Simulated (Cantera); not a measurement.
Input (Python, Cantera):

```python
import numpy as np
import cantera as ct

surf = ct.Interface("ptcombust.yaml", "Pt_surf")
gas = surf.adjacent["gas"]
gas.TPX = 300, 2000, {'H2': 0.025, 'O2': 0.062, 'N2': 0.79}
jet = ct.ImpingingJet(gas=gas, width=0.082, surface=surf)
jet.inlet.mdot, jet.inlet.T, jet.inlet.X = 0.026, 300, {'H2': 0.025, 'O2': 0.062, 'N2': 0.79}
jet.set_refine_criteria(ratio=10, slope=0.2, curve=0.3)
show, cover = ['H2', 'O2', 'H2O', 'OH'], ["PT(S)", "H(S)", "O(S)", "OH(S)", "CO(S)", "C(S)"]

rows = []
print(f"{'Ts/K':>7s}" + "".join(f"{s:>11s}" for s in show + cover) + "   (gas at the wall, coverages)")
for i, Ts in enumerate([700, 750, 800, 850, 900]):
    jet.surface.T = Ts
    if i == 0:
        surf.TP = Ts, 2000
        surf.coverages = "PT(S):0.5, O(S):0.5"
        surf.advance_coverages(1.0)
        jet.set_initial_guess(products="inlet")
    jet.solve(loglevel=0, auto=(i == 0))
    rows.append([*(jet.X[gas.species_index(s), -1] for s in show), *surf[cover].coverages])
    print(f"{Ts:7g}" + "".join(f"{x:11.3e}" for x in rows[-1]))
```

Result:

```
   Ts/K         H2         O2        H2O         OH      PT(S)       H(S)       O(S)      OH(S)      CO(S)       C(S)   (gas at the wall, coverages)
    700  2.929e-03  4.341e-02  4.907e-02  2.092e-10  1.318e-01  5.788e-09  8.661e-01  2.094e-03 -2.216e-19 -8.484e-33
    750  2.584e-03  4.309e-02  4.946e-02  1.301e-09  1.576e-01  1.201e-08  8.408e-01  1.644e-03  6.095e-18  2.178e-26
    800  2.088e-03  4.262e-02  5.017e-02  6.044e-09  2.060e-01  2.763e-08  7.927e-01  1.381e-03  1.403e-19  2.477e-25
    850  1.671e-03  4.222e-02  5.074e-02  2.244e-08  2.706e-01  6.224e-08  7.283e-01  1.184e-03  1.097e-16  3.869e-26
    900  1.377e-03  4.196e-02  5.109e-02  7.139e-08  3.429e-01  1.292e-07  6.561e-01  1.013e-03  1.039e-16  1.630e-25
```

Detailed kinetics in Cantera: Deutschmann's 1995 Pt surface mechanism with GRI-Mech 3.0 gas chemistry. Catalytic surfaces can have several steady states; this one follows from the mechanism file's or the stated starting coverage.
